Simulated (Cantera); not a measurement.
An adiabatic, constant-pressure homogeneous reactor starts with CH4 : O2 : N2 = 1 : 3.77 : 19 (molar parts), at 1700 K and 1500 Torr.

Detailed kinetics in Cantera: GRI-Mech 3.0 (53 species, 325 reactions).

Question: Predict: time of steepest temperature rise; temperature at 0.300 s; equilibrium temperature; x(O2) at 0.300 s; x(H2) at 0.300 s; x(NO) at 0.300 s; x(H2O2) at 0.300 s; x(HO2) at 0.300 s.

Answer: 
| Property | Result |
|---|---|
| time of steepest temperature rise | 0.133 ms |
| temperature at 0.300 s | 2469 K |
| equilibrium temperature | 2469 K |
| x(O2) at 0.300 s | 0.0672 (gas-phase equilibrium 0.0672) |
| x(H2) at 0.300 s | 0.00110 (gas-phase equilibrium 0.00110) |
| x(NO) at 0.300 s | 0.0124 (gas-phase equilibrium 0.0124) |
| x(H2O2) at 0.300 s | 1.90e-7 (gas-phase equilibrium 1.90e-7) |
| x(HO2) at 0.300 s | 5.91e-6 (gas-phase equilibrium 5.91e-6) |
